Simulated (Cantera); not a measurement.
An isothermal, constant-pressure homogeneous reactor starts with 29.4 % NH3, 70.6 % N2, at 1725 K and 615 Torr.

Computed with Cantera and the gas-phase N/H chemistry of the illustrative SiF4/NH3 mechanism in the Surface Chemkin manual (1991). Walls and surfaces, which speed up NH3 decomposition in real reactors, are not modelled.

One state of this run: x NH3 = 0.00964; x N2 = 0.661; x NH2 = 8.05e-6; x H2 = 0.330; x N2H4 = 3.34e-10; x NH = 1.45e-7; x H = 0.000107. x: mole fraction; the columns are a selection and need not sum to one.

Which value of t (s) does it belong to?
A) 0.619
B) 4.31
C) 11.4
D) 0.235

C, 11.4
